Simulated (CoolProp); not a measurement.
A single-stage vapour-compression cycle with R22: evaporating at 227.15 K (dew point), condensing at 257.15 K (bubble point), superheat 8 K, subcooling 5 K, compressor efficiency 0.7, no pressure losses. Each further row changes one setting.

Model: reference Helmholtz-energy equation of state, Kamei 1995, in CoolProp.

```tsv
case	cooling COP	pressure ratio	discharge temperature (K)	refrigerating effect (kJ/kg)	volumetric capacity (kJ/m³)
as stated	4.80	3.62	309.9	214	768
evaporating temperature 232.15 K	(withheld)	2.84	301.2	217	(withheld)
condensing temperature 252.15 K	(withheld)	2.99	(withheld)	220	788
subcooling 10 K	4.92	3.62	309.9	220	788
superheat 18 K	4.72	3.62	321.4	220	755
compressor efficiency 0.6	(withheld)	3.62	(withheld)	214	768
```

Q: Some entries are withheld; supply them.

A: 
- evaporating temperature 232.15 K, cooling COP: 5.99
- evaporating temperature 232.15 K, volumetric capacity (kJ/m³): 972
- condensing temperature 252.15 K, cooling COP: 5.86
- condensing temperature 252.15 K, discharge temperature (K): 298.5
- compressor efficiency 0.6, cooling COP: 4.11
- compressor efficiency 0.6, discharge temperature (K): 320.6
